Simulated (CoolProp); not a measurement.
Values from CoolProp's reference Helmholtz-energy equation of state, Schroeder 2014.

Problem. For ethanol, give the phase and the density (kg/m³), isothermal compressibility (1/MPa), fugacity coefficient at -89.45 °C and 14.1 kPa.

Solution. 
- -89.45 °C and 14.1 kPa: liquid; density 884, isothermal compressibility 0.000566, fugacity coefficient 6.44e-6
